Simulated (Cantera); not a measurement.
A freely propagating, adiabatic, planar premixed flame of H2 : O2 : N2 = 1 : 0.217 : 0.817 (molar parts), equivalence ratio 2.3, unburnt at 625 K and 7500 Torr; mixture-averaged transport, grid criteria slope 0.08 and curve 0.16, no radiation.

Model: the H2/O2 subset of GRI-Mech 3.0, which has no nitrogen chemistry, integrated in Cantera. The hydrogen kinetics of GRI-Mech 3.0 are dated; newer H2 mechanisms differ, most at raised pressure. Burning velocities carry a grid error of a few per cent, more on coarse grids.

Predict: laminar burning velocity; thermal thickness; peak x(H); peak x(HO2); peak x(H2O2); peak x(O).


```json
{
 "laminar_burning_velocity": "856 cm/s",
 "thermal_thickness": "0.0255 mm",
 "peak x(H)": "0.0397",
 "peak x(HO2)": "0.00120",
 "peak x(H2O2)": "7.62e-5",
 "peak x(O)": "0.00139"
}
```
